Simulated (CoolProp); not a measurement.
50 sccm (0 °C, 1 atm) of nitrogen bubbles through liquid decamethyltetrasiloxane (MD2M) at 317.7 K and leaves saturated at a total pressure of 0.00652 MPa (ideal gas phase). Each further row changes one setting.

Model: reference Helmholtz-energy equation of state, Thol 2017, in CoolProp.

| case | vapour pressure (kPa) | mole fraction of vapour | delivery (mg/min) | delivery (sccm) | change of delivery for a bath 1 K warmer (%) |
|---|---|---|---|---|---|
| as stated | 0.221 | 0.0339 | 24.3 | 1.75 | 7.2 |
| bath temperature 322.7 K | 0.308 | 0.0472 | 34.3 | 2.48 | 7.0 |
| total pressure 0.013 MPa | 0.221 | 0.0170 | 12.0 | 0.864 | 7.1 |
